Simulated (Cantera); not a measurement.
A perfectly stirred reactor is fed with CH₃OH : O₂ : N₂ = 0.011 : 0.049 : 0.42 (molar parts), equivalence ratio 0.34, at 1.00 bar; it is held at 1000 K, and followed from long to short residence time.

Computed with Cantera and GRI-Mech 3.0 (53 species, 325 reactions). GRI-Mech 3.0 was tuned for natural gas; its chemistry of methanol as a main component is partial and can be far from experiment. The temperature is held fixed by assumption; the heat of reaction is taken as removed at once.

Question: Predict: x(CH₃OH) at τ = 4.50 s; x(O₂) at τ = 4.50 s; x(O) at τ = 4.50 s; x(CH₃OH) at τ = 47.0 ms; x(O₂) at τ = 47.0 ms; x(O) at τ = 47.0 ms.

Answer: 
```
Property                   Result
-----------------------  --------
x(CH₃OH) at τ = 4.50 s   0.000216
x(O₂) at τ = 4.50 s        0.0693
x(O) at τ = 4.50 s        8.91e-8
x(CH₃OH) at τ = 47.0 ms    0.0118
x(O₂) at τ = 47.0 ms       0.0922
x(O) at τ = 47.0 ms       9.46e-9
```
